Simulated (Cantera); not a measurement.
**Thermodynamics of fluorocarbon and chlorocarbon gases, feed CH2F2 + HCl**

Feed: 1 mol CH2F2, 1 mol HCl, at 2450 K and 10.0 mbar.

Method: chemical equilibrium by Gibbs-energy minimisation in Cantera with the NASA 1993 tables (ideal gas, pure condensed phases). Candidate condensed phases: C, C6H6, C7H8, C8H18; 118 gas species. Kinetics and transport are ignored.

- x(HF) = 0.610
- x(HCl) = 0.180
- x(Cl) = 0.125
- x(H2) = 0.0422
- x(H) = 0.0412
- x(F) = 0.00109
- x(C2H2 (acetylene)) = 0.000368
- x(CF) = 3.05e-5
- x(C2H) = 2.32e-5
- n(C(graphite)) = 0.997 mol
- gas amount = 3.274 mol
